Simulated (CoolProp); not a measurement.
Vapour-liquid equilibrium of isohexane (1) + n-heptane (2) at 399.6 K; x and y are mole fractions of (1).

Computed with CoolProp (multi-fluid Helmholtz-energy mixture model, Lemmon 2006 and Span 2003; pair parameters Bell 2016).

```csv
x,bubble pressure (kPa),y at the bubble point,dew pressure at overall composition x (kPa),liquid density (mol/L)
0.05,232.5,0.110,223.3,[?]
0.2,281.8,0.367,247.7,5.944
0.35,331.6,0.553,277.9,6.013
0.5,382.6,0.694,315.9,6.081
0.65,[?],0.807,365.1,[?]
0.8,489.2,0.900,431.2,6.212
0.95,545.3,0.977,524.3,6.272
```

Problem. Fill in the missing entries.

Solution. 
- 0.05, liquid density (mol/L): 5.875
- 0.65, bubble pressure (kPa): 435.0
- 0.65, liquid density (mol/L): 6.148

No azeotrope shows between x = 0.05 and 0.95.

The pair parameters rest on a limited set of measurements; away from them the model extrapolates.
